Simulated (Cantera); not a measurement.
Predominance diagram of Ca at 1625 K against the partial pressures of O2 and Br2 (log10, bar). Source: NASA polynomial tables (part measured, part estimated), evaluated in Cantera. Candidates: Ca(l), CaBr2(l), CaO(s). Only these pure phases compete in this equilibrium. Not in the tables: oxide halides.

```
log p(Br2) \ log p(O2)
        columns: -26, -24.6, -23.3, -22, -20.6, -19.2, -17.9, -16.5, -15.2, -13.8, -12.5, -11.1, -9.8, -8.4, -7.1, -5.8, -4.4, -3, -1.7, -0.3, 1
      1  A A A A A A A A A A A A A A A A A A A A A
   -0.1  A A A A A A A A A A A A A A A A A A A A A
   -1.2  A A A A A A A A A A A A A A A A A A A B B
   -2.2  A A A A A A A A A A A A A A A A A A B B B
   -3.3  A A A A A A A A A A A A A A A A B B B B B
   -4.4  A A A A A A A A A A A A A A A B B B B B B
   -5.5  A A A A A A A A A A A A A B B B B B B B B
   -6.6  A A A A A A A A A A A B B B B B B B B B B
   -7.7  A A A A A A A A A A B B B B B B B B B B B
   -8.8  A A A A A A A A B B B B B B B B B B B B B
   -9.8  A A A A A A A B B B B B B B B B B B B B B
  -10.9  A A A A A B B B B B B B B B B B B B B B B
    -12  A A A A B B B B B B B B B B B B B B B B B
```

A: CaBr2(l); B: CaO(s).
